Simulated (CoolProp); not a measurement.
Saturation properties of carbonyl sulfide.

Computed with CoolProp (reference Helmholtz-energy equation of state, Lemmon 2006). It is a short technical equation, of lower accuracy than the large ones.

| T (°C) | p (kPa) | vapour density (kg/m³) | enthalpy of vaporisation (kJ/kg) | liquid cp (kJ/(kg K)) | surface tension (mN/m) |
|---|---|---|---|---|---|
| -10.05 | 476.5 | 14.28 | 279.0 | 1.250 | 13.7 |
| -6.75 | 529.2 | 15.77 | 276.2 | 1.258 | 13.1 |
| -3.45 | 586.1 | 17.37 | 273.3 | 1.267 | 12.6 |
| -0.15 | 647.4 | 19.10 | 270.4 | 1.276 | 12.0 |
| 3.15 | 713.3 | 20.96 | 267.4 | 1.286 | 11.5 |
| 6.45 | 784.1 | 22.96 | 264.3 | 1.296 | 11.0 |
| 9.65 | 857.5 | 25.04 | 261.2 | 1.307 | 10.5 |
| 12.95 | 938.4 | 27.34 | 257.9 | 1.319 | 10.00 |
| 16.25 | 1025 | 29.80 | 254.5 | 1.331 | 9.50 |
| 19.55 | 1117 | 32.43 | 251.1 | 1.345 | 9.01 |
| 22.85 | 1214 | 35.25 | 247.5 | 1.359 | 8.53 |
| 26.15 | 1318 | 38.27 | 243.8 | 1.375 | 8.05 |
| 29.45 | 1429 | 41.51 | 240.0 | 1.392 | 7.59 |
| 32.75 | 1545 | 44.97 | 236.1 | 1.410 | 7.13 |

It boils at -50.2 °C under 1 atm.

Surface tension comes from a separate correlation (Mulero 2012).
